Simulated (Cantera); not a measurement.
**Tantalum, niobium, vanadium and zirconium in process gases: V + N2 + H2**

A closed system holds: 1 mol V, 3.6 mol N2, 290 mol H2, at 1648 K.

Equilibrium computed with Cantera from the NASA thermochemical tables; the gas is ideal and each condensed phase is pure. Candidate condensed phases: V, VN; 11 gas species. VN: taken at fixed stoichiometry. Condensed phases not in the tables: V2N, N, O or C dissolved in the metal. The numbers say what is thermodynamically allowed, not how fast it happens.

At 0.100 Pa nothing is condensed. From 2.50 Pa to 63.0 Pa the condensed part is V(s). From 16.0 mbar to 10.0 bar the condensed part is VN(s).

| P (Pa) | x H2 | x H | x N2 | x V | x NH3 | x NH2 | n V(s) | n VN(s) |
|---|---|---|---|---|---|---|---|---|
| 0.100 | 0.901 | 0.0845 | 0.0117 | 0.00325 | 3.82e-12 | 1.07e-12 | 0 | 0 |
| 2.50 | 0.970 | 0.0175 | 0.0122 | 0.000139 | 1.09e-10 | 5.85e-12 | 0.959 | 0 |
| 63 | 0.984 | 0.00352 | 0.0122 | 5.51e-6 | 2.81e-9 | 2.99e-11 | 0.998 | 0 |
| 1600 | 0.989 | 0.000700 | 0.0106 | 5.11e-8 | 6.68e-8 | 1.41e-10 | 0 | 1.000 |
| 40000 | 0.989 | 0.000140 | 0.0106 | 4.09e-10 | 1.67e-6 | 7.04e-10 | 0 | 1.00 |
| 1000000 | 0.989 | 2.80e-5 | 0.0106 | 3.27e-12 | 4.17e-5 | 3.52e-9 | 0 | 1.00 |
x: gas mole fraction; n: condensed amount in mol.
